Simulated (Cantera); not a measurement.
## Adiabatic ignition

An adiabatic, constant-volume homogeneous reactor starts with H2 : O2 : N2 = 1 : 1.25 : 4.7 (molar parts), equivalence ratio 0.40, at 1000 K and 1000000 Pa.

Detailed kinetics in Cantera: the H2/O2 subset of GRI-Mech 3.0, which has no nitrogen chemistry. The hydrogen kinetics of GRI-Mech 3.0 are dated; newer H2 mechanisms differ, most at raised pressure.

```
t (s)     T (K)  P (bar)      x H2   x O2      x OH       x O    x HO2       x H
--------  -----  -------  --------  -----  --------  --------  -------  --------
7.00e-6    1000     10.0     0.144  0.180  1.59e-12  4.96e-12  2.85e-9  1.71e-11
1.83e-5    1000     10.0     0.144  0.180  1.64e-12  5.10e-12  7.51e-9  1.75e-11
4.77e-5    1000     10.0     0.144  0.180  1.79e-12  5.48e-12  1.97e-8  1.88e-11
0.000124   1000     10.0     0.144  0.180  2.33e-12  6.53e-12  5.21e-8  2.25e-11
0.000325   1000     10.0     0.144  0.180  4.75e-12  9.94e-12  1.42e-7  3.41e-11
0.000848   1000     10.0     0.144  0.180  1.88e-11  2.44e-11  4.52e-7  8.39e-11
0.00221    1000     10.0     0.144  0.180  1.57e-10  1.39e-10  2.35e-6  4.77e-10
0.00578    1001     10.0     0.144  0.180   3.25e-9   1.94e-9  1.46e-5   6.69e-9
0.0151     2281     21.2  0.000184  0.115   0.00340  0.000330  1.30e-5   2.60e-5
0.0394     2281     21.2  0.000184  0.115   0.00340  0.000330  1.30e-5   2.60e-5
0.103      2281     21.2  0.000184  0.115   0.00340  0.000330  1.30e-5   2.60e-5
0.268      2281     21.2  0.000184  0.115   0.00340  0.000330  1.30e-5   2.60e-5
0.700      2281     21.2  0.000184  0.115   0.00340  0.000330  1.30e-5   2.60e-5
```
x: mole fraction; the columns are a selection and need not sum to one.

The time of steepest temperature rise is 12.9 ms and the temperature at 0.700 s comes out as 2281 K. The equilibrium temperature comes out as 2281 K and the x(H2) at 0.700 s is 0.000184 (gas-phase equilibrium 0.000184). The x(O2) at 0.700 s is 0.115 (gas-phase equilibrium 0.115) and the x(OH) at 0.700 s comes out as 0.00340 (gas-phase equilibrium 0.00340).
